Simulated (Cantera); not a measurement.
An isothermal, constant-pressure homogeneous reactor starts with NO : N2 = 1 : 8.7 (molar parts), at 2123 K and 120 Torr.

Cantera simulation using GRI-Mech 3.0 (53 species, 325 reactions); the numbers are that mechanism's predictions, not measurements.

**Question.** Predict: x(NO) at 3.00 s; x(N2) at 3.00 s; x(O) at 3.00 s; x(O2) at 3.00 s; x(N2O) at 3.00 s.

**Answer.** 
```json
{
  "x(NO) at 3.00 s": "0.0228 (gas-phase equilibrium 0.00555)",
  "x(N2) at 3.00 s": "0.937 (gas-phase equilibrium 0.945)",
  "x(O) at 3.00 s": "0.000822 (gas-phase equilibrium 0.000900)",
  "x(O2) at 3.00 s": "0.0397 (gas-phase equilibrium 0.0483)",
  "x(N2O) at 3.00 s": "3.32e-7 (gas-phase equilibrium 1.36e-7)"
}
```
